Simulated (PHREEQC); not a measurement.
# Nickel, zinc or cadmium bath

Consider water at 20 °C with 120 mmol/kgw ZnSO4, 0.046 mmol/kgw Na2SO4 and 96 mmol/kgw MnSO4. Closed to the air; pH follows from the charge balance.

The numbers come from PHREEQC with the ion-association model, phreeqc.dat.

No solid was allowed to form.

Problem. Estimate the pH.

Solution. pH 5.72.

Problem. In which forms is Mn present?

Solution. Mn+2 59 %, MnSO4 41 % of the Mn.

Species that the database lacks are ignored.
